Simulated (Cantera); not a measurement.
Cantera run:

```python
import numpy as np
import cantera as ct

gas_names = """
    CL CL2 H HCL H2 N NH NH2 NH3 N2 N2H2 N2H4 Si SiCL SiCL2 SiCL3 SiCL4 SiH SiHCL3 SiH2 SiH2CL2 SiH3
    SiH3CL SiH4 SiN Si2 Si2N Si3
""".split()
cond_names = """
    NH4CL(a) NH4CL(b) Si(cr) Si(L) Si3N4(a)
""".split()


# ... load() reads the species with a 1 bar reference pressure and builds the phases ...
atoms = {
    'Si': {'Si': 1},
    'HCl': {'H': 1, 'CL': 1},
    'N2': {'N': 2},
}
top_T = {'Si3N4(a)': 2400}  # K; cautious upper limits of use, not melting points


# ... equilibrate(T, P, feed) seeds the gas with the atoms and calls Mixture.equilibrate('TP', solver="vcs", rtol=1e-11, max_steps=5000) ...
results = []
feed = {'Si': 1, 'HCl': 13, 'N2': 11}  # mol
T = 1500  # K
P = 15000  # Pa
mix = equilibrate(T, P, feed)
results.append((T, P, feed, dict(zip(mix.species_names, mix.species_moles))))
print(gas.report(threshold=0.001))
for i in range(1, mix.n_phases):
    print(f"{mix.phase(i).name:16s} {mix.phase_moles(i):12.5e} mol")
```

Result:

```
       temperature   1500 K
          pressure   15000 Pa
           density   0.042012 kg/m^3
  mean mol. weight   34.931 kg/kmol
   phase of matter   gas

                          1 kg             1 kmol
                     ---------------   ---------------
          enthalpy       -5.8615e+05       -2.0475e+07  J
   internal energy       -9.4319e+05       -3.2946e+07  J
           entropy            7715.4        2.6951e+05  J/K
    Gibbs function       -1.2159e+07       -4.2473e+08  J
 heat capacity c_p            1058.8             36985  J/K
 heat capacity c_v            820.79             28671  J/K

                      mass frac. Y      mole frac. X     chem. pot. / RT
                     ---------------   ---------------   ---------------
               HCL           0.42297           0.40526           -35.605
                H2         0.0044615          0.077303            -23.06
                N2           0.38035           0.47426           -28.655
             SiCL2          0.013869         0.0048942           -59.975
             SiCL3          0.026485         0.0068817            -84.05
             SiCL4           0.14945           0.03073           -108.13
     [  +22 minor]         0.0024144        0.00067533

Si(cr)            0.00000e+00 mol
Si3N4(a)          0.00000e+00 mol
```

Equilibrium computed with Cantera from the NASA thermochemical tables; the gas is ideal and each condensed phase is pure. The tables' values for SiCl3 are old estimates; treat these amounts as uncertain.
